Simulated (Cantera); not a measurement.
An isothermal, constant-pressure homogeneous reactor starts with H2 : O2 : N2 = 0.095 : 1 : 2.7 (molar parts), at 1400 K and 10.5 Torr.

Detailed kinetics in Cantera: the H2/O2 subset of GRI-Mech 3.0, which has no nitrogen chemistry. Radical loss at walls, strong at low pressure, is not modelled.

x: mole fraction; the columns are a selection and need not sum to one.

```tsv
t (s)	x H2	x O2	x OH	x H	x HO2	x H2O
9.00e-5	0.0250	0.264	5.85e-9	?	1.46e-8	2.07e-9
0.000513	0.0250	0.264	1.84e-7	?	8.29e-8	2.91e-7
0.00292	0.00521	0.249	0.00413	?	7.05e-7	0.0153
0.0166	0.000634	0.244	0.00266	?	6.16e-7	0.0211
0.0949	0.000465	0.247	0.00229	?	5.68e-7	0.0223
0.541	0.000117	0.252	0.00116	?	3.25e-7	0.0245
3.08	7.11e-6	0.254	0.000287	?	5.15e-8	0.0252
17.6	5.08e-7	0.254	7.68e-5	?	1.50e-8	0.0253
100	1.94e-7	0.254	4.75e-5	?	1.80e-8	0.0253
```

Q: Some entries are withheld; supply them.

A: 
- 9.00e-5, x H: 1.03e-8
- 0.000513, x H: 1.51e-7
- 0.00292, x H: 0.00496
- 0.0166, x H: 0.00399
- 0.0949, x H: 0.00238
- 0.541, x H: 0.000276
- 3.08, x H: 4.05e-6
- 17.6, x H: 7.74e-8
- 100, x H: 1.83e-8
